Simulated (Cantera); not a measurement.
A closed system holds: 1 mol Si, 0.42 mol O2, 650 mol H2, held at 1927 °C and 10.0 Torr.

Method: chemical equilibrium by Gibbs-energy minimisation in Cantera with the NASA 1993 tables (ideal gas, pure condensed phases). Rates play no part.

```csv
species,before,after
H2,0.951,0.951
H,0.0476,0.0476
Si,0.000227,0.00136
SiO,0.00126,5.40e-5
SiH,1.13e-5,6.79e-5
SiH2,2.33e-6,1.40e-5
```
Gas species are given as mole fractions.

### Question
Name the change that produced these shifts.
A. pressure from 10.0 Torr to 0.240 Torr
B. temperature from 1927 °C to 1450 °C
C. O2 from 0.42 to 0.018 mol
D. pressure from 10.0 Torr to 0.188 Torr

### Answer
C, O2 from 0.42 to 0.018 mol. Gases not in the tables: Si2H6 and higher silanes
